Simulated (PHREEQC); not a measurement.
A column of 0.5 m (30 cells, dispersivity 0.04 m, 60 s a shift, diffusion coefficient 3e-10 m²/s) holds 0.0028 eq of the database's cation exchanger X per kg of pore water, first in equilibrium with 0.0014 mol KBr and 1e-05 mol HCl per kg of water. It is flushed with 0.0019 mol Na2SO4 and 1e-05 mol HCl per kg of water, at 25 °C. Values are for the last cell. CO2 from the air is kept out. No solid was allowed to form.

The series has 31 steps of pore volumes, from 0 to 4.017.

The numbers come from PHREEQC with the ion-association model, phreeqc.dat.

Question: After how many pore volumes does Na at the outlet first reach half of its feed value?

Answer: By 1.4 pore volumes.

Question: After how many pore volumes does S at the outlet first reach half of its feed value?

Answer: By 0.95 pore volumes.

Complexes and solids missing from the database can't appear.
